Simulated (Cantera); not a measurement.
# Thermodynamics of carbon deposition, reforming and gasification, feed C2H4 + O2 + H2

Feed: 1 mol C2H4, 0.098 mol O2, 3.8 mol H2, held at 10.0 mbar.

Method: chemical equilibrium by Gibbs-energy minimisation in Cantera with the NASA 1993 tables (ideal gas, pure condensed phases). Candidate condensed phases: C, C6H6, C7H8, C8H18, H2O; 110 gas species. The numbers say what is thermodynamically allowed, not how fast it happens.

```tsv
T (°C)	x H2	x H	x CO	x C2H2 (acetylene)	n C(graphite)
1475	0.965	0.00224	0.0327	0.000109	1.80
1525	0.964	0.00346	0.0326	0.000166	1.80
1575	0.962	0.00520	0.0326	0.000248	1.80
1625	0.959	0.00766	0.0326	0.000361	1.80
1675	0.956	0.0110	0.0325	0.000515	1.80
1725	0.951	0.0156	0.0324	0.000721	1.80
1775	0.945	0.0218	0.0323	0.000991	1.79
1825	0.937	0.0298	0.0322	0.00134	1.79
1875	0.926	0.0401	0.0320	0.00177	1.78
1925	0.913	0.0532	0.0318	0.00231	1.78
1975	0.896	0.0695	0.0316	0.00297	1.77
2025	0.875	0.0896	0.0312	0.00375	1.76
2075	0.851	0.114	0.0308	0.00465	1.74
2125	0.821	0.143	0.0304	0.00567	1.73
```
x: gas mole fraction; n: condensed amount in mol.

From 1475 °C to 2125 °C the condensed part is C(graphite). The main C-bearing gas is CO throughout.
